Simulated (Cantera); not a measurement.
What does this Cantera script print?

```python
import numpy as np
import cantera as ct

surf = ct.Interface("ptcombust.yaml", "Pt_surf")
gas = surf.adjacent["gas"]
gas.TPX = 300, 14000, {'CH4': 0.089, 'O2': 0.18, 'N2': 0.79}
jet = ct.ImpingingJet(gas=gas, width=0.075, surface=surf)
jet.inlet.mdot, jet.inlet.T, jet.inlet.X = 0.054, 300, {'CH4': 0.089, 'O2': 0.18, 'N2': 0.79}
jet.set_refine_criteria(ratio=10, slope=0.2, curve=0.3)
show, cover = ['CH4', 'O2', 'H2O', 'OH', 'CO', 'CO2'], ["PT(S)", "H(S)", "O(S)", "OH(S)", "CO(S)", "C(S)"]

rows = []
print(f"{'Ts/K':>7s}" + "".join(f"{s:>11s}" for s in show + cover) + "   (gas at the wall, coverages)")
for i, Ts in enumerate([850, 900, 950, 1000, 1050, 1100, 1150, 1200]):
    jet.surface.T = Ts
    if i == 0:
        surf.TP = Ts, 14000
        surf.coverages = "PT(S):0.5, O(S):0.5"
        surf.advance_coverages(1.0)
        jet.set_initial_guess(products="inlet")
    jet.solve(loglevel=0, auto=(i == 0))
    rows.append([*(jet.X[gas.species_index(s), -1] for s in show), *surf[cover].coverages])
    print(f"{Ts:7g}" + "".join(f"{x:11.3e}" for x in rows[-1]))
```

It prints:

```
   Ts/K        CH4         O2        H2O         OH         CO        CO2      PT(S)       H(S)       O(S)      OH(S)      CO(S)       C(S)   (gas at the wall, coverages)
    850  6.265e-02  1.235e-01  4.059e-02  1.208e-08  1.598e-05  2.664e-02  1.233e-01  4.126e-08  8.746e-01  2.063e-03  3.204e-05  8.179e-08
    900  4.112e-02  7.753e-02  8.071e-02  4.362e-08  1.588e-05  5.342e-02  2.031e-01  1.775e-07  7.940e-01  2.837e-03  3.107e-05  1.105e-07
    950  2.239e-02  3.799e-02  1.151e-01  1.315e-07  1.326e-05  7.669e-02  3.136e-01  5.841e-07  6.832e-01  3.185e-03  2.484e-05  1.188e-07
   1000  1.143e-02  1.506e-02  1.349e-01  3.148e-07  1.092e-05  9.026e-02  4.568e-01  1.621e-06  5.401e-01  3.079e-03  1.910e-05  1.194e-07
   1050  2.406e-03  1.535e-03  1.498e-01  1.017e-08  1.063e-02  8.903e-02  9.600e-01  4.075e-04  1.443e-04  6.548e-05  3.901e-02  3.535e-04
   1100  2.366e-03  1.550e-03  1.490e-01  2.588e-08  1.015e-02  8.960e-02  9.793e-01  4.811e-04  1.672e-04  6.090e-05  1.972e-02  2.213e-04
   1150  2.376e-03  1.592e-03  1.480e-01  6.331e-08  9.233e-03  9.065e-02  9.892e-01  5.316e-04  2.068e-04  5.890e-05  9.854e-03  1.335e-04
   1200  2.411e-03  1.648e-03  1.468e-01  1.489e-07  8.003e-03  9.203e-02  9.941e-01  5.589e-04  2.691e-04  5.890e-05  4.887e-03  7.836e-05
```

Computed with Cantera and Deutschmann's 1995 Pt surface mechanism with GRI-Mech 3.0 gas chemistry. Catalytic surfaces can have several steady states; this one follows from the mechanism file's or the stated starting coverage.
